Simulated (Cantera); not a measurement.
An adiabatic, constant-pressure homogeneous reactor starts with 5.43 % CH₄, 0.337 % C₂H₆, 18.8 % O₂, 70.6 % N₂, 4.78 % H₂O, at 1650 K and 1.00 atm.

Cantera simulation using GRI-Mech 3.0 (53 species, 325 reactions); the numbers are that mechanism's predictions, not measurements.

Question: Predict: time of steepest temperature rise; temperature at 3.00 s; equilibrium temperature; x(O₂) at 3.00 s; x(HCO) at 3.00 s.

Answer: 
```json
{
 "time_of_steepest_temperature_rise": "0.104 ms",
 "temperature at 3.00 s": "2585 K",
 "equilibrium_temperature": "2585 K",
 "x(O₂) at 3.00 s": "0.0616 (gas-phase equilibrium 0.0616)",
 "x(HCO) at 3.00 s": "3.73e-9 (gas-phase equilibrium 3.73e-9)"
}
```
